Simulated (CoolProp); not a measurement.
The fluid at 298.15 K and 5.5 MPa flows at 0.15 m/s in a round tube of 6 mm bore and 45 µm roughness, fully developed (64/Re and Nu = 3.66 if laminar; Colebrook and Gnielinski if turbulent). The same conditions are run with several fluids, on thermodynamics alone (safety and materials aside).

Model: reference Helmholtz-energy equation of state of each fluid (R407C: Lemmon 2003; R124: de Vries 1995; p-xylene: Zhou 2012; sulfur hexafluoride: Guder 2009), in CoolProp. Blends and air are pseudo-pure fits.

| fluid | Reynolds number | Darcy friction factor | pressure drop (Pa/m) | heat-transfer coefficient (W/(m² K)) | mass flow (kg/h) |
|---|---|---|---|---|---|
| R407C | 6350 | 0.0432 | 94.5 | 613 | 17.8 |
| R124 | 4540 | 0.0458 | 119 | 406 | 21.1 |
| p-xylene | 1220 | 0.0523 | 84.5 | 78.3 | 13.1 |
| sulfur hexafluoride | 9110 | 0.0410 | 111 | 586 | 22.0 |

Transport values come from each fluid's own correlations; those of R124 are estimates that may be off by 10 % or more.
